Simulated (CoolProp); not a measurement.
Values from CoolProp's reference Helmholtz-energy equation of state, Lemmon 2006. It is a short technical equation, of lower accuracy than the large ones.

Q: For C3F8 (R218), give the phase and the Z, cp (kJ/(kg K)), Prandtl number at 295.6 K and 1530 kPa; 306.7 K and 1530 kPa; 362.2 K and 1530 kPa.

A: 
- 295.6 K and 1530 kPa: liquid; Z 0.0867, cp 1.15, Prandtl number 4.41
- 306.7 K and 1530 kPa: liquid; Z 0.0881, cp 1.21, Prandtl number 4.15
- 362.2 K and 1530 kPa: gas; Z 0.813, cp 0.984, Prandtl number 0.823

Viscosity comes from a separate model (Huber 2003), an estimate that may be off by 10 % or more. Thermal conductivity comes from a separate model (Huber 2003), an estimate that may be off by 10 % or more.
